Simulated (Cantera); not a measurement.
A closed system holds: 1 mol Si3N4, 750 mol H2, 15 mol N2, equilibrated at 0.00120 bar.

Cantera equilibrium calculation (NASA polynomials, part measured and part estimated; ideal gas, pure solids and liquids). Candidate condensed phases: Si, Si3N4; 18 gas species. Gases not in the tables: Si2H6 and higher silanes. Kinetics and transport are ignored.

Problem. What share of the Si ends up in condensed phases as a function of T (°C), at 1150, 1200, 1250, 1300, 1350, 1400, 1450, 1500, 1550, 1600, 1650, 1700?

Solution. 
```
T (°C)  Si condensed (%)        as
------  ----------------  --------
1150               100.0  Si3N4(s)
1200                99.8     Si(s)
1250                99.5     Si(s)
1300                98.6     Si(s)
1350                96.2     Si(s)
1400                90.1     Si(s)
1450                77.0     Si(l)
1500                50.6     Si(l)
1550                 0.0         -
1600                 0.0         -
1650                 0.0         -
1700                 0.0         -
```
